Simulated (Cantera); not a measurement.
A Cantera script and what it prints.

```python
import numpy as np
import cantera as ct

gas_names = """
    CL CL2 H HCL H2 Si SiCL SiCL2 SiCL3 SiCL4 SiH SiHCL3 SiH2 SiH2CL2 SiH3 SiH3CL SiH4 Si2 Si3
""".split()
cond_names = """
    Si(cr) Si(L)
""".split()


def load(file, names, dense=False):
    # The tables refer to 1 bar. Condensed volumes are neglected.
    table = {s.name: s for s in ct.Species.list_from_file(file)}
    out = []
    for n in names:
        d = dict(table[n].input_data)
        d["thermo"] = dict(d["thermo"], **{"reference-pressure": 1e5})
        if dense:
            d["equation-of-state"] = {"model": "constant-volume", "density": "1e6 g/cm^3"}
        out.append(ct.Species.from_dict(d))
    return out


gas = ct.Solution(thermo="ideal-gas", species=load("nasa_gas.yaml", gas_names))
cond = {s.name: ct.Solution(thermo="fixed-stoichiometry", species=[s], name=s.name)
        for s in load("nasa_condensed.yaml", cond_names, dense=True)}
atoms = {
    'SiCl4': {'Si': 1, 'CL': 4},
    'Cl2': {'CL': 2},
    'H2': {'H': 2},
}
top_T = {}  # K; cautious upper limits of use, not melting points


def equilibrate(T, P, feed):
    n = {}
    for name, mol in feed.items():
        for a, k in atoms[name].items():
            n[a] = n.get(a, 0.0) + k * mol
    gas.TPX = T, P, n
    mass = sum(n.values()) * gas.mean_molecular_weight
    gas.equilibrate("TP")
    valid = [c for c in cond.values() if c.min_temp <= T <= top_T.get(c.name, c.max_temp)]
    mix = ct.Mixture([(gas, mass / gas.mean_molecular_weight)] + [(c, 0.0) for c in valid])
    mix.T, mix.P = T, P
    mix.equilibrate("TP", solver="vcs", rtol=1e-11, max_steps=5000)
    return mix


results = []
feed = {'SiCl4': 1, 'Cl2': 1.1, 'H2': 12}  # mol
P = 101325  # Pa
for T in [500, 600, 700, 800, 900, 1000, 1100, 1200, 1300, 1400, 1500, 1600, 1700]:
    mix = equilibrate(T, P, feed)
    results.append((T, P, feed, dict(zip(mix.species_names, mix.species_moles))))

top = {s: max(r[3][s] / sum(r[3][g] for g in gas_names) for r in results) for s in gas_names}
cols = sorted((s for s in top if top[s] > 1e-06), key=lambda s: -top[s])[:7]
seen = [c for c in cond_names if any(r[3].get(c, 0) > 1e-12 for r in results)]
print("log10 of partial pressures in bar; condensed amounts in mol")
print(f"{'T/K':>10s}" + "".join(f"{s[:9]:>10s}" for s in cols + seen))
for T, P, feed, n in results:
    ng = sum(n[g] for g in gas_names)
    print(f"{T:10.4g}" + "".join(f"{np.log10(max(n[s] / ng * P / 1e5, 1e-99)):10.3f}" for s in cols)
          + "".join(f"{n.get(c, 0):10.4g}" for c in seen))
```

Result:

```
log10 of partial pressures in bar; condensed amounts in mol
       T/K        H2       HCL     SiCL4     SiCL2     SiCL3    SiHCL3   SiH2CL2
       500    -0.106    -0.801    -1.144   -21.947   -13.560    -6.246   -12.814
       600    -0.106    -0.801    -1.144   -16.618   -10.455    -5.009   -10.175
       700    -0.106    -0.801    -1.144   -12.833    -8.247    -4.139    -8.315
       800    -0.106    -0.800    -1.145   -10.012    -6.602    -3.495    -6.938
       900    -0.107    -0.798    -1.150    -7.836    -5.332    -3.004    -5.882
      1000    -0.107    -0.794    -1.158    -6.116    -4.329    -2.624    -5.056
      1100    -0.109    -0.787    -1.175    -4.734    -3.526    -2.328    -4.402
      1200    -0.111    -0.775    -1.205    -3.618    -2.883    -2.107    -3.892
      1300    -0.116    -0.753    -1.263    -2.737    -2.387    -1.968    -3.523
      1400    -0.126    -0.713    -1.376    -2.097    -2.050    -1.939    -3.324
      1500    -0.140    -0.661    -1.575    -1.687    -1.882    -2.038    -3.300
      1600    -0.154    -0.615    -1.868    -1.452    -1.856    -2.247    -3.403
      1700    -0.164    -0.586    -2.230    -1.327    -1.926    -2.521    -3.571
```

Method: chemical equilibrium by Gibbs-energy minimisation in Cantera with the NASA 1993 tables (ideal gas, pure condensed phases). The tables' values for SiCl3 are old estimates; treat these amounts as uncertain.
